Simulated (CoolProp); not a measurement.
Vapour-liquid equilibrium of R22 (1) + n-pentane (2) at 59.45 °C; x and y are mole fractions of (1).

The numbers come from the multi-fluid Helmholtz-energy mixture model, Kamei 1995 and Thol 2019; pair parameters Bell 2016 in CoolProp.

| x | bubble pressure (kPa) | y at the bubble point | dew pressure at overall composition x (kPa) | liquid density (mol/L) |
|---|---|---|---|---|
| 0.05 | 367.8 | 0.426 | 222.5 | [?] |
| 0.2 | [?] | 0.744 | 264.6 | 8.710 |
| 0.35 | [?] | 0.832 | [?] | [?] |
| 0.5 | 1439 | 0.877 | 421.5 | [?] |
| 0.65 | 1697 | 0.909 | 595.1 | 10.27 |
| 0.8 | 1964 | 0.942 | [?] | 10.90 |
| 0.95 | 2278 | 0.983 | [?] | 11.65 |

Q: Some entries are withheld; supply them.

A: 
- 0.05, liquid density (mol/L): 8.256
- 0.2, bubble pressure (kPa): 797.1
- 0.35, bubble pressure (kPa): 1150
- 0.35, dew pressure at overall composition x (kPa): 325.5
- 0.35, liquid density (mol/L): 9.191
- 0.5, liquid density (mol/L): 9.706
- 0.8, dew pressure at overall composition x (kPa): 994.7
- 0.95, dew pressure at overall composition x (kPa): 2029

No azeotrope shows between x = 0.05 and 0.95.

Pair parameters are fitted to limited data, so mixtures are less certain than the pure fluids. The gap from Raoult's law changes sign with composition, which may be real or a fault of the pair parameters; it wasn't checked against measurements.
